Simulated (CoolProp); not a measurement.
Model: reference Helmholtz-energy equation of state, Thol 2018, in CoolProp.

Problem. Give the vapour pressure (MPa), liquid density (kg/m³), vapour density (kg/m³), enthalpy of vaporisation (kJ/kg) of saturated hydrogen chloride at -65.35 °C.

Solution. 
```csv
T (°C),p (MPa),liquid density (kg/m³),vapour density (kg/m³),enthalpy of vaporisation (kJ/kg)
-65.35,0.275,1130,6.16,421
```
